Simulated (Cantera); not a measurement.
Ammonia decomposition in nitride growth gas

An isothermal, constant-pressure homogeneous reactor starts with NH3 : N2 = 1 : 2.5 (molar parts), at 1325 K and 555 Torr.

Detailed kinetics in Cantera: the gas-phase N/H chemistry of the illustrative SiF4/NH3 mechanism in the Surface Chemkin manual (1991). Walls and surfaces, which speed up NH3 decomposition in real reactors, are not modelled.

```csv
t (s),x NH3,x NH,x H,x NH2,x N
0.000800,0.286,<1e-12,4.12e-11,4.89e-8,<1e-12
0.00225,0.286,4.34e-12,4.13e-11,1.38e-7,<1e-12
0.00635,0.286,4.04e-11,4.27e-11,3.88e-7,<1e-12
0.0179,0.286,3.13e-10,5.41e-11,1.09e-6,<1e-12
0.0504,0.286,1.95e-9,1.50e-10,2.97e-6,<1e-12
0.142,0.286,5.78e-9,7.04e-10,5.73e-6,<1e-12
0.400,0.286,6.42e-9,2.06e-9,6.07e-6,2.98e-12
1.13,0.285,6.60e-9,5.70e-9,6.03e-6,8.29e-12
3.17,0.285,6.98e-9,1.56e-8,5.94e-6,2.26e-11
8.94,0.282,7.48e-9,4.11e-8,5.71e-6,5.47e-11
25.2,0.277,7.45e-9,9.92e-8,5.25e-6,9.62e-11
71.0,0.266,6.20e-9,2.06e-7,4.46e-6,1.03e-10
200,0.246,4.24e-9,3.51e-7,3.47e-6,7.06e-11
```
x: mole fraction; the columns are a selection and need not sum to one.

Equilibrium at this temperature and pressure: NH3 1.28e-5, NH <1e-12, H 1.10e-6, NH2 7.94e-11, N <1e-12 (gas phase only).
